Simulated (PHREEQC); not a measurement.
Synthetic water in mg/kgw, 25 °C, pH 6.37, pe 8.8: Na 30.2; K 240; Ca 162; Mg 57.3; Cl 442; S(6) as SO4 186; Alkalinity as HCO3 237; O(0) (dissolved oxygen) 0.127.

Na is adjusted to close the charge balance.
Valence states are taken as typed.

All values are PHREEQC results (ion-association model, wateq4f.dat), not measurements.

The ionic strength comes out as 0.0261 mol/kgw. What activity coefficients do Mg+2, Ca+2, KSO4-, K+, SO4-2 get?

Mg+2 0.56, Ca+2 0.55, KSO4- 0.86, K+ 0.85, SO4-2 0.55.

This is a speciation only: nothing precipitates in the calculation.
